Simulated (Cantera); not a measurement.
# Ammonia decomposition in nitride growth gas

An isothermal, constant-pressure homogeneous reactor starts with NH3 : N2 = 1 : 12 (molar parts), at 2050 K and 1.01 bar.

Detailed kinetics in Cantera: the gas-phase N/H chemistry of the illustrative SiF4/NH3 mechanism in the Surface Chemkin manual (1991). Walls and surfaces, which speed up NH3 decomposition in real reactors, are not modelled.

```tsv
t (s)	x NH3	x N2H4	x NH	x N	x H	x N2
5.00e-5	0.0768	5.89e-9	6.81e-7	3.11e-9	8.10e-7	0.923
0.000224	0.0762	5.83e-8	4.18e-6	3.28e-8	2.56e-6	0.923
0.00100	0.0738	5.96e-8	6.63e-6	1.77e-7	9.64e-6	0.922
0.00447	0.0637	3.21e-8	8.82e-6	6.52e-7	3.20e-5	0.918
0.0200	0.0340	1.02e-8	8.33e-6	1.13e-6	0.000107	0.906
0.0894	0.00298	2.97e-10	3.23e-6	9.94e-7	0.000358	0.894
0.400	3.87e-5	<1e-12	1.69e-7	1.05e-7	0.000738	0.893
1.79	5.55e-6	<1e-12	2.45e-8	1.53e-8	0.000741	0.893
8.00	1.25e-6	<1e-12	5.53e-9	3.45e-9	0.000741	0.893
```
x: mole fraction; the columns are a selection and need not sum to one.

Equilibrium at this temperature and pressure: NH3 6.17e-7, N2H4 <1e-12, NH 2.73e-9, N 1.70e-9, H 0.000741, N2 0.893 (gas phase only).
